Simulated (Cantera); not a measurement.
Charge: 1 mol MgO, 0.098 mol HCl, 0.011 mol O₂, at 1148 K and 158 Torr.

Cantera equilibrium calculation (NASA polynomials, part measured and part estimated; ideal gas, pure solids and liquids). Candidate condensed phases: H₂O, Mg, MgCl₂, MgO, Mg(OH)₂; 22 gas species. Kinetics and transport are ignored.

Base state: HCl 0.753, H₂O 0.0934, Cl₂ 0.0915, O₂ 0.0593, Cl 0.00177, MgCl₂ 0.00106, HOCl 1.78e-5 (mole fractions); condensed: MgO(s).

Problem. What changes in the equilibrium state with this change: temperature from 1148 K to 1648.15 K?

Solution. 
```csv
species,before,after
HCl,0.753,0.692
H₂O,0.0934,0.102
O₂,0.0593,0.0852
Cl₂,0.0915,0.0127
MgCl₂,0.00106,0.0716
Cl,0.00177,0.0357
O,4.22e-9,1.62e-5
OH,1.49e-6,0.000301
ClO,8.63e-6,9.87e-5
HOCl,1.78e-5,3.29e-5
"MgO(s), mol",1.000,0.992
```
